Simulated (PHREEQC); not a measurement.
Solution (20 °C): 0.099 mol/kgw HNO3, 0.029 mol/kgw FeCl3 and 0.19 mol/kgw KCl. Closed to the air; pH follows from the charge balance.

Equilibrium calculation in PHREEQC: ion-association model, phreeqc.dat.

Each row changes one thing in this solution. No solid was allowed to form.

```tsv
case	pH	ionic strength (mol/kgw)	Cl- (mol/kgw)
as made	1.11	0.392	0.252
FeCl3 left out	1.11	0.289	0.190
KCl replaced by LiCl at the same molality	1.11	0.392	0.252
KCl left out	…	0.236	0.0747
FeCl3 replaced by AlCl3 at the same molality	1.12	0.463	0.277
FeCl3 from 0.029 to 0.058 mol/kgw	1.12	…	…
0.066 mol/kgw MgCl2 added	1.12	0.580	…
diluted 100-fold with water	2.93	0.00414	0.00277
HNO3 replaced by Zn(NO3)2 at the same molality	2.30	0.580	…
```

Task: Complete the blanks.

Result: 
- KCl left out, pH: 1.10
- FeCl3 from 0.029 to 0.058 mol/kgw, ionic strength (mol/kgw): 0.485
- FeCl3 from 0.029 to 0.058 mol/kgw, Cl- (mol/kgw): 0.310
- 0.066 mol/kgw MgCl2 added, Cl- (mol/kgw): 0.380
- HNO3 replaced by Zn(NO3)2 at the same molality, Cl- (mol/kgw): 0.246

Complexes and solids missing from the database can't appear. Some of these states are supersaturated (in Hematite (slow to form), Goethite (slow to form), for instance).
